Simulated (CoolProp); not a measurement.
Vapour-liquid equilibrium of carbon dioxide (1) + n-butane (2) at 275.5 K; x and y are mole fractions of (1).

Model: multi-fluid Helmholtz-energy mixture model, Span 1996 and Bücker 2006; pair parameters Kunz 2012, in CoolProp.

```
x     bubble pressure, mixture model (bar)  bubble pressure, Raoult's law (bar)  y, mixture model  y, Raoult's law
----  ------------------------------------  -----------------------------------  ----------------  ---------------
0.05                                 3.938                                2.924             0.706            0.634
0.15                                 9.496                                6.519             0.874            0.853
0.25                                 14.34                                10.11             0.914            0.916
0.35                                 18.20                                13.71             0.932            0.947
0.45                                 21.21                                17.30             0.942            0.964
0.55                                 23.71                                20.90             0.949            0.976
0.65                                 26.03                                24.49             0.956            0.984
0.75                                 28.50                                28.08             0.963            0.990
0.85                                 31.37                                31.68             0.974            0.995
0.95                                 34.92                                35.27             0.989            0.998
```

The largest gap from Raoult's law is +45.7 % in bubble pressure, at x = 0.15. No azeotrope shows between x = 0.05 and 0.95.

Pair parameters are fitted to limited data, so mixtures are less certain than the pure fluids. The gap from Raoult's law changes sign with composition, which may be real or a fault of the pair parameters; it wasn't checked against measurements.
